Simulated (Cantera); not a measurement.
Input (Python, Cantera):

```python
import numpy as np
import cantera as ct

gas = ct.Solution("gri30.yaml")
gas.TPX = 300, 101325, {'CH4': 1, 'O2': 1.82, 'N2': 6.84}
flame = ct.FreeFlame(gas, width=0.04)
flame.set_refine_criteria(ratio=3, slope=0.08, curve=0.16)
flame.transport_model = "mixture-averaged"
flame.solve(loglevel=0, auto=True)
flame.transport_model = "multicomponent"
flame.soret_enabled = False
flame.solve(loglevel=0, refine_grid=True)
z, T = flame.grid, flame.T
thick = (T[-1] - T[0]) / np.gradient(T, z).max()
show = ['CH4', 'O2', 'CO2', 'NO2', 'NO', 'O']
print(f"laminar burning velocity  {flame.velocity[0] * 100:.3f} cm/s")
print(f"burnt temperature         {T[-1]:.1f} K")
print(f"thermal thickness         {thick * 1e3:.4f} mm")
print(f"grid points               {len(z)}")
z0 = z[flame.heat_release_rate.argmax()]
print(f"{'z/mm':>9s}{'T/K':>9s}{'u/(m/s)':>9s}" + "".join(f"{s:>11s}" for s in show))
rows = []
for k in (-3, -2, -1.5, -1, -0.5, -0.25, 0, 0.25, 0.5, 1, 2, 4, 8):
    zz = z0 + k * thick
    rows.append([k * thick, np.interp(zz, z, T), np.interp(zz, z, flame.velocity),
                 *(np.interp(zz, z, flame.X[gas.species_index(s)]) for s in show)])
    print(f"{rows[-1][0] * 1e3:9.3f}{rows[-1][1]:9.1f}{rows[-1][2]:9.3f}" + "".join(f"{x:11.3e}" for x in rows[-1][3:]))
```

Result:

```
laminar burning velocity  38.822 cm/s
burnt temperature         2208.4 K
thermal thickness         0.4354 mm
grid points               151
     z/mm      T/K  u/(m/s)        CH4         O2        CO2        NO2         NO          O
   -1.306    300.0    0.388  1.035e-01  1.883e-01  2.877e-08  3.994e-11  4.258e-11  1.121e-11
   -0.871    300.9    0.390  1.033e-01  1.880e-01  8.735e-07  1.026e-09  8.554e-10  1.365e-10
   -0.653    306.9    0.399  1.027e-01  1.872e-01  1.228e-05  1.190e-08  8.135e-09  7.918e-10
   -0.435    376.0    0.492  9.861e-02  1.820e-01  3.005e-04  1.867e-07  1.462e-07  1.362e-08
   -0.218    880.3    1.173  6.874e-02  1.426e-01  5.873e-03  3.123e-07  3.555e-06  4.660e-06
   -0.109   1336.1    1.798  3.730e-02  9.799e-02  1.519e-02  6.082e-08  8.443e-06  7.383e-05
    0.000   1740.7    2.358  8.437e-03  4.828e-02  2.984e-02  9.811e-09  1.613e-05  5.619e-04
    0.109   1901.0    2.572  5.266e-04  2.103e-02  4.518e-02  2.877e-09  2.599e-05  1.731e-03
    0.218   1944.0    2.619  1.594e-05  1.258e-02  5.570e-02  2.885e-09  3.219e-05  2.228e-03
    0.435   1989.3    2.667  2.045e-08  8.720e-03  6.421e-02  3.022e-09  3.716e-05  2.014e-03
    0.871   2043.3    2.729  9.034e-13  6.597e-03  6.775e-02  3.225e-09  4.185e-05  1.478e-03
    1.742   2101.3    2.798  1.700e-15  4.543e-03  6.980e-02  3.599e-09  4.827e-05  9.106e-04
    3.484   2150.9    2.855  1.308e-15  2.700e-03  7.191e-02  4.052e-09  5.673e-05  4.805e-04
```

Cantera simulation using GRI-Mech 3.0 (53 species, 325 reactions); the numbers are that mechanism's predictions, not measurements. Burning velocities carry a grid error of a few per cent, more on coarse grids.
